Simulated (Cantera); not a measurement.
Input (Python, Cantera):

```python
import numpy as np
import cantera as ct

gas = ct.Solution("gri30.yaml")
gas.TPX = 1400, 14000, {'H2': 1.6, 'O2': 1, 'N2': 8.3}
reactor = ct.IdealGasConstPressureReactor(gas, energy="off", clone=False)
net = ct.ReactorNet([reactor])
net.rtol, net.atol = 1e-08, 1e-18
show = ['H2', 'O2', 'OH', 'H2O2', 'NO2', 'NO', 'H']
times = np.geomspace(0.0001, 30, 13)

steps = ct.SolutionArray(gas, extra=["t"])
rows = []
print(f"{'t/s':>10s}{'T/K':>9s}{'P/Pa':>11s}" + "".join(f"{s:>11s}" for s in show))
for t in times:
    while net.time < t:
        t_next = net.step()
        steps.append(gas.state, t=t_next)
    rows.append([np.interp(t, steps.t, y) for y in (steps.T, steps.P, *steps(*show).X.T)])
    print(f"{t:10.3e}{rows[-1][0]:9.1f}{rows[-1][1]:11.4g}" + "".join(f"{x:11.3e}" for x in rows[-1][2:]))
rate = np.gradient(steps.T, steps.t)
print("integrator steps:", len(steps.t))
if steps.T.max() > steps.T[0] + 200:
    print(f"time of steepest temperature rise: {steps.t[rate.argmax()]:.4e} s")
gas.TPX = 1400, 14000, {'H2': 1.6, 'O2': 1, 'N2': 8.3}
gas.equilibrate("TP")
print(f"equilibrium (TP): T = {gas.T:.1f} K  " + "  ".join(f"{s} {gas[s].X[0]:.3e}" for s in show))
```

It prints:

```
       t/s      T/K       P/Pa         H2         O2         OH       H2O2        NO2         NO          H
 1.000e-04   1400.0    1.4e+04  1.467e-01  9.172e-02  3.891e-06  8.046e-09  4.724e-19  3.549e-14  3.070e-05
 2.860e-04   1400.0    1.4e+04  2.315e-02  3.676e-02  5.918e-03  3.750e-07  2.064e-11  1.331e-06  6.572e-02
 8.182e-04   1400.0    1.4e+04  1.909e-02  3.278e-02  5.349e-03  4.028e-07  2.048e-10  1.198e-05  4.796e-02
 2.340e-03   1400.0    1.4e+04  1.356e-02  2.738e-02  4.115e-03  4.328e-07  4.922e-10  2.341e-05  2.148e-02
 6.694e-03   1400.0    1.4e+04  5.624e-03  2.210e-02  2.370e-03  3.522e-07  1.052e-09  2.815e-05  4.435e-03
 1.915e-02   1400.0    1.4e+04  1.137e-03  2.002e-02  1.005e-03  1.641e-07  3.848e-09  2.881e-05  3.595e-04
 5.477e-02   1400.0    1.4e+04  1.467e-04  1.975e-02  3.582e-04  4.464e-08  1.484e-08  2.886e-05  1.635e-05
 1.567e-01   1400.0    1.4e+04  2.245e-05  1.976e-02  1.414e-04  1.058e-08  2.350e-08  2.886e-05  9.924e-07
 4.481e-01   1400.0    1.4e+04  5.091e-06  1.977e-02  6.784e-05  2.965e-09  2.133e-08  2.886e-05  1.087e-07
 1.282e+00   1400.0    1.4e+04  1.851e-06  1.978e-02  4.098e-05  1.212e-09  2.254e-08  2.886e-05  2.404e-08
 3.667e+00   1400.0    1.4e+04  1.378e-06  1.978e-02  3.532e-05  9.374e-10  2.448e-08  2.886e-05  1.547e-08
 1.049e+01   1400.0    1.4e+04  1.369e-06  1.978e-02  3.520e-05  9.321e-10  2.454e-08  2.886e-05  1.531e-08
 3.000e+01   1400.0    1.4e+04  1.369e-06  1.978e-02  3.520e-05  9.321e-10  2.454e-08  2.887e-05  1.531e-08
integrator steps: 2018
equilibrium (TP): T = 1400.0 K  H2 1.373e-06  O2 1.968e-02  OH 3.515e-05  H2O2 9.297e-10  NO2 1.931e-07  NO 2.277e-04  H 1.533e-08
```

Detailed kinetics in Cantera: GRI-Mech 3.0 (53 species, 325 reactions). The temperature is held fixed by assumption; the heat of reaction is taken as removed at once.
